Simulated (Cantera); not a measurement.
A Cantera script and what it prints.

```python
import numpy as np
import cantera as ct

gas_names = """
    H HNO HNO2 HNO3 HO2 H2 H2O H2O2 N NH NH2 NH3 NH2OH NO NO2 NO3 N2 N2H2 N2H4 N2O O OH O2 O3 Si SiH
    SiH2 SiH3 SiH4 SiN SiO SiO2 Si2 Si2N Si3
""".split()
cond_names = """
    H2O(s) H2O(L) Si(cr) Si(L) SiO2(Lqz) SiO2(hqz) SiO2(L) Si2N2O(s) Si3N4(a)
""".split()


# ... load() reads the species with a 1 bar reference pressure and builds the phases ...
atoms = {
    'Si': {'Si': 1},
    'N2O': {'N': 2, 'O': 1},
    'N2': {'N': 2},
    'H2O': {'H': 2, 'O': 1},
}
top_T = {'Si2N2O(s)': 2100, 'Si3N4(a)': 2400}  # K; cautious upper limits of use, not melting points


# ... equilibrate(T, P, feed) seeds the gas with the atoms and calls Mixture.equilibrate('TP', solver="vcs", rtol=1e-11, max_steps=5000) ...
results = []
feed = {'Si': 1, 'N2O': 0.029, 'N2': 53, 'H2O': 0.013}  # mol
T = 1850  # K
P = 3.2  # Pa
mix = equilibrate(T, P, feed)
results.append((T, P, feed, dict(zip(mix.species_names, mix.species_moles))))
print(gas.report(threshold=1e-05))
for i in range(1, mix.n_phases):
    print(f"{mix.phase(i).name:16s} {mix.phase_moles(i):12.5e} mol")
```

Result:

```
       temperature   1850 K
          pressure   3.2 Pa
           density   5.8285e-06 kg/m^3
  mean mol. weight   28.016 kg/kmol
   phase of matter   gas

                          1 kg             1 kmol
                     ---------------   ---------------
          enthalpy        2.0837e+06        5.8379e+07  J
   internal energy        1.5347e+06        4.2997e+07  J
           entropy             11970        3.3536e+05  J/K
    Gibbs function       -2.0061e+07       -5.6204e+08  J
 heat capacity c_p            1265.5             35454  J/K
 heat capacity c_v            968.71             27140  J/K

                      mass frac. Y      mole frac. X     chem. pot. / RT
                     ---------------   ---------------   ---------------
                 H        1.5767e-05        0.00043822           -20.174
                H2        1.5237e-06        2.1174e-05           -40.347
                N2           0.98097           0.98106            -37.05
                Si          0.017696          0.017653           -7.8681
               SiN        5.6998e-05        3.7938e-05           -26.393
               SiO         0.0012227        0.00077703           -53.418
               Si2        2.1693e-05         1.082e-05           -15.736
     [  +28 minor]        1.3824e-05        5.7538e-06

Si(L)             0.00000e+00 mol
SiO2(L)           0.00000e+00 mol
Si2N2O(s)         0.00000e+00 mol
Si3N4(a)          0.00000e+00 mol
```

Equilibrium computed with Cantera from the NASA thermochemical tables; the gas is ideal and each condensed phase is pure. The tables' values for SiN are old estimates; treat these amounts as uncertain.
